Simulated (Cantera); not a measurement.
## Thermal oxidation and active oxidation of silicon: Si + H2O + N2

A closed system holds: 1 mol Si, 0.79 mol H2O, 12 mol N2, held at 1927 °C and 2.30 mbar.

These are equilibrium values from Cantera (NASA tables, ideal gas, pure condensed phases), not measurements of a reactor. Candidate condensed phases: H2O, Si, SiO2, Si2N2O, Si3N4; 35 gas species. The tables' values for SiN are old estimates; treat these amounts as uncertain. Equilibrium is a limit: real reactors are often held back by kinetics, nucleation or transport.

* **x(N2)**: 0.860
* **x(SiO)**: 0.0566
* **x(H2)**: 0.0442
* **x(H)**: 0.0247
* **x(Si)**: 0.0148
* **x(SiN)**: 0.000111
* **x(SiH)**: 6.60e-5
* **x(Si2)**: 2.19e-5
* **x(Si2N)**: 1.13e-5
* **gas amount**: 13.96 mol
* **log10 activity of Si(l) (absent)**: -1.03
